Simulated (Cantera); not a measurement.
Input: 1 mol Si3N4, a varied amount of CO2, 230 mol N2, equilibrated at 1225 °C and 0.930 Pa.

Method: chemical equilibrium by Gibbs-energy minimisation in Cantera with the NASA 1993 tables (ideal gas, pure condensed phases). Candidate condensed phases: C, Si, SiC, SiO2, Si2N2O, Si3N4; 34 gas species. The tables hold silica as quartz up to 1696 K and as liquid above; real silica turns to tridymite and cristobalite and melts near 1996 K. Equilibrium is a limit: real reactors are often held back by kinetics, nucleation or transport.

### Question
At 4.4 mol CO2, list the 4 most abundant gas species with their mole fractions, and the condensed phases.

### Answer
N2 0.975, CO 0.0183, SiO 0.00690, CO2 0.000180. Condensed: SiO2(β-quartz).
